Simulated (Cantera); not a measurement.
Input: 1 mol Fe₃O₄, 68 mol H₂, 73 mol N₂, equilibrated at 927 °C and 1.30 bar.

Cantera equilibrium calculation (NASA polynomials, part measured and part estimated; ideal gas, pure solids and liquids). Candidate condensed phases: Fe, FeO, Fe(OH)₂, Fe(OH)₃, Fe₂O₃, Fe₃O₄, H₂O; 27 gas species. Kinetics and transport are ignored.

What is the equilibrium state?


- x(N₂): 0.518
- x(H₂): 0.454
- x(H₂O): 0.0284
- x(NH₃): 5.47e-5
- n(Fe(γ)): 3.00 mol
- gas amount: 141.0 mol
- log10 activity of Fe(OH)₂(s) (absent): -7.30
- log10 activity of Fe(OH)₃(s) (absent): -13.43
